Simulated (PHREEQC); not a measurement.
Consider water at 21 °C with 0.0007 mol/kgw HF, 5.5e-06 mol/kgw KF, 5.3e-05 mol/kgw H2SiF6 and 3.5e-05 mol/kgw HCl. Closed to the air; pH follows from the charge balance.

Model: ion-association model, phreeqc.dat, run in PHREEQC.

```
Item                             Value
--------------------  ----------------
pH                                3.23
ionic strength        0.000606 mol/kgw
specific conductance         217 µS/cm
total alkalinity          -1.05 meq/kg
```

```csv
species,molality,activity,log γ
H+,0.000600,0.000584,-0.012
F-,0.000568,0.000553,-0.012
HF,0.000451,0.000451,0.000
H4SiO4,5.26e-5,5.26e-5,0.000
Cl-,3.50e-5,3.40e-5,-0.012
K+,5.50e-6,5.35e-6,-0.012
```

This is a speciation only: nothing precipitates in the calculation. Species that the database lacks are ignored. SiF6-2 is the database's only silicon fluoride.
